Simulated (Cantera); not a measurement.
A closed system holds: 1 mol SiC, a varied amount of CO₂, 51 mol H₂, at 0.100 Pa.

Cantera equilibrium calculation (NASA polynomials, part measured and part estimated; ideal gas, pure solids and liquids). Candidate condensed phases: C, C₆H₆, C₇H₈, C₈H₁₈, H₂O, Si, SiC, SiO₂; 123 gas species. The numbers say what is thermodynamically allowed, not how fast it happens.

**Question.** What condenses at these points (T in K, n(CO₂) in mol): (2248, 0.17); (2073, 1); (2098, 0.029); (2273, 1.4); (2098, 0.041)?

**Answer.** 
| T (K) | n(CO₂) in mol | condensed phases | Si condensed (%) |
|---|---|---|---|
| 2248 | 0.17 | gas only | 0.0 |
| 2073 | 1 | gas only | 0.0 |
| 2098 | 0.029 | C | 0.0 |
| 2273 | 1.4 | gas only | 0.0 |
| 2098 | 0.041 | C | 0.0 |
